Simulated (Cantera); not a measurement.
**Ignition delay**

Mixture: CH₄ : H₂ : O₂ : N₂ : H₂O : CO₂ = 1 : 0.6 : 5.11 : 19.2 : 0.85 : 0.19 (molar parts), at 0.987 atm, adiabatic and at constant pressure. Ignition delay is the time to a rise of 400 K.

Computed with Cantera and GRI-Mech 3.0 (53 species, 325 reactions).

```json
[
 {"T0 (K)": "1250", "delay (ms)": "0.901"},
 {"T0 (K)": "1350", "delay (ms)": "0.429"},
 {"T0 (K)": "1450", "delay (ms)": "0.229"},
 {"T0 (K)": "1550", "delay (ms)": "0.134"},
 {"T0 (K)": "1650", "delay (ms)": "0.0840"},
 {"T0 (K)": "1750", "delay (ms)": "0.0553"},
 {"T0 (K)": "1850", "delay (ms)": "0.0408"}
]
```

```yaml
apparent activation energy between 1650 and 1850 K: 91 kJ/mol
```
